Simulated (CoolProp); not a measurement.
Vapour-liquid equilibrium of propane (1) + R114 (2) at 316.6 K; x and y are mole fractions of (1).

Model: multi-fluid Helmholtz-energy mixture model, Lemmon 2009 and Platzer 1990; pair parameters Bell 2016, in CoolProp. This equation is an older, rougher fit; its heat capacities, sound speeds and derivatives of the liquid may be far off and weren't checked against measurements.

```tsv
x	bubble pressure, mixture model (MPa)	bubble pressure, Raoult's law (MPa)	y, mixture model	y, Raoult's law
0.05	0.4451	0.4287	0.184	0.173
0.15	0.5788	0.5395	0.412	0.412
0.25	0.7011	0.6504	0.550	0.570
0.35	0.8144	0.7612	0.646	0.681
0.45	0.9210	0.8721	0.719	0.765
0.55	1.023	0.9829	0.779	0.829
0.65	1.123	1.094	0.832	0.881
0.75	1.223	1.205	0.881	0.923
0.85	1.324	1.315	0.928	0.957
0.95	1.428	1.426	0.976	0.987
```

The largest gap from Raoult's law is +7.8 % in bubble pressure, at x = 0.25. No azeotrope shows between x = 0.05 and 0.95.

The pair parameters rest on a limited set of measurements; away from them the model extrapolates.
